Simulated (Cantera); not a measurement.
Premixed flame

A freely propagating, adiabatic, planar premixed flame of CH₃OH : O₂ : N₂ = 1 : 1.15 : 3.46 (molar parts), equivalence ratio 1.3, unburnt at 523 K and 330 Torr; mixture-averaged transport, grid criteria slope 0.08 and curve 0.16, no radiation.

Computed with Cantera and GRI-Mech 3.0 (53 species, 325 reactions). GRI-Mech 3.0 was tuned for natural gas; its chemistry of methanol as a main component is partial and can be far from experiment. Burning velocities carry a grid error of a few per cent, more on coarse grids.

| z (mm) | T (K) | u (m/s) | x CH₃OH | x O₂ | x H₂O | x CO | x OH | x CH₂O |
|---|---|---|---|---|---|---|---|---|
| -1.28 | 523 | 1.68 | 0.178 | 0.204 | 0.000104 | 1.59e-5 | <1e-8 | 1.20e-6 |
| -0.852 | 525 | 1.70 | 0.176 | 0.203 | 0.000582 | 0.000104 | <1e-8 | 9.81e-6 |
| -0.639 | 534 | 1.74 | 0.175 | 0.200 | 0.00235 | 0.000503 | <1e-8 | 6.12e-5 |
| -0.426 | 595 | 1.98 | 0.168 | 0.192 | 0.0130 | 0.00367 | <1e-8 | 0.000657 |
| -0.213 | 966 | 3.38 | 0.127 | 0.155 | 0.0676 | 0.0280 | 3.84e-6 | 0.00734 |
| -0.107 | 1374 | 5.03 | 0.0707 | 0.114 | 0.124 | 0.0621 | 0.000188 | 0.0159 |
| 0 | 1779 | 6.82 | 0.0130 | 0.0716 | 0.185 | 0.104 | 0.00209 | 0.0108 |
| 0.107 | 1931 | 7.50 | 0.000380 | 0.0444 | 0.218 | 0.114 | 0.00593 | 0.000930 |
| 0.213 | 1967 | 7.63 | 2.75e-6 | 0.0273 | 0.233 | 0.105 | 0.00941 | 2.21e-5 |
| 0.426 | 2002 | 7.72 | <1e-8 | 0.0141 | 0.239 | 0.0898 | 0.0120 | 1.29e-7 |
| 0.852 | 2040 | 7.81 | <1e-8 | 0.00967 | 0.237 | 0.0781 | 0.0124 | <1e-8 |
| 1.70 | 2087 | 7.95 | <1e-8 | 0.00805 | 0.239 | 0.0748 | 0.0121 | <1e-8 |
| 3.41 | 2149 | 8.15 | <1e-8 | 0.00647 | 0.244 | 0.0745 | 0.0114 | <1e-8 |
x: mole fraction of selected species; z is measured from the peak of heat release.

```json
{
  "laminar_burning_velocity": "168 cm/s",
  "thermal_thickness": "0.426 mm",
  "peak x(CO)": "0.114",
  "peak x(OH)": "0.0124",
  "peak x(CH₂O)": "0.0170",
  "grid_points": "133"
}
```
